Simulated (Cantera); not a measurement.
Input: 1 mol Hg, 0.59 mol N2, at 975 K and 55.0 Pa.

Method: chemical equilibrium by Gibbs-energy minimisation in Cantera with the NASA 1993 tables (ideal gas, pure condensed phases). Candidate condensed phases: Hg; 3 gas species. Rates play no part.

Base state: Hg 0.629, N2 0.371 (mole fractions); condensed: gas only.

Question: What changes in the equilibrium state with this change: Hg replaced by PbO?

Answer: 
```csv
species,before,after
N2,0.371,1.000
PbO,0,0.000236
Pb,0,4.54e-5
Hg,0.629,0
O2,0,2.25e-5
"PbO(yellow), mol",0,1.000
```
Further candidate phases: Pb, PbO, PbO2, Pb3O4.
